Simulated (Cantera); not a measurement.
A perfectly stirred reactor is fed with CH₄ : CO₂ = 1 : 1.4 (molar parts), at 1.70 bar; it is held at 1475 K, and followed from long to short residence time.

Model: GRI-Mech 3.0 (53 species, 325 reactions), integrated in Cantera.

Question: What does this change do: temperature 1475 to 1975 K?

Answer: 
| quantity | before | after |
|---|---|---|
| x(CH₄) at τ = 0.340 s | 0.273 | 0.00537 |
| x(CO₂) at τ = 0.340 s | 0.459 | 0.0280 |
| x(CH₂CO) at τ = 0.340 s | 8.28e-6 | 6.60e-6 |
| x(H₂O) at τ = 0.340 s | 0.0653 | 0.0870 |
| x(HO₂) at τ = 0.340 s | <1e-12 | 2.48e-12 |
| x(CH₄) at τ = 11.0 ms | 0.409 | 0.0249 |
| x(CO₂) at τ = 11.0 ms | 0.581 | 0.0868 |
| x(CH₂CO) at τ = 11.0 ms | 1.01e-8 | 8.54e-5 |
| x(H₂O) at τ = 11.0 ms | 0.000268 | 0.175 |
| x(HO₂) at τ = 11.0 ms | <1e-12 | 1.66e-11 |
